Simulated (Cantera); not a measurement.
## B + H2O + N2 + O2 (boron, boron nitride and boron oxide)

Charge: 1 mol B, 10 mol H2O, 47 mol N2, 0.071 mol O2, equilibrated at 1800 °C.

Method: chemical equilibrium by Gibbs-energy minimisation in Cantera with the NASA 1993 tables (ideal gas, pure condensed phases). Candidate condensed phases: B, BN, B2O3, B3O3H3, H2O; 39 gas species. Kinetics and transport are ignored.

```
P (Pa)   x N2   x H2O       x H    x H2  x HBO2      x OH       x O      x O2
------  -----  ------  --------  ------  ------  --------  --------  --------
10      0.769  0.0851    0.0524  0.0397  0.0128    0.0128    0.0121    0.0111
32      0.790   0.107    0.0276  0.0353  0.0144   0.00953   0.00535   0.00695
100     0.802   0.122    0.0146  0.0307  0.0154   0.00658   0.00224   0.00380
320     0.809   0.131   0.00766  0.0272  0.0160   0.00421  0.000852   0.00176
1000    0.813   0.136   0.00417  0.0251  0.0164   0.00257  0.000306  0.000711
3200    0.815   0.139   0.00229  0.0242  0.0166   0.00150  0.000102  0.000250
10000   0.816   0.140   0.00128  0.0238  0.0167  0.000861   3.33e-5   8.40e-5
32000   0.817   0.141  0.000715  0.0237  0.0168  0.000485   1.05e-5   2.68e-5
100000  0.817   0.141  0.000404  0.0236  0.0169  0.000275   3.38e-6   8.65e-6
```
x: gas mole fraction; nothing condenses.

From 10.0 Pa to 100000 Pa nothing is condensed. The main B-bearing gas is HBO2 throughout.
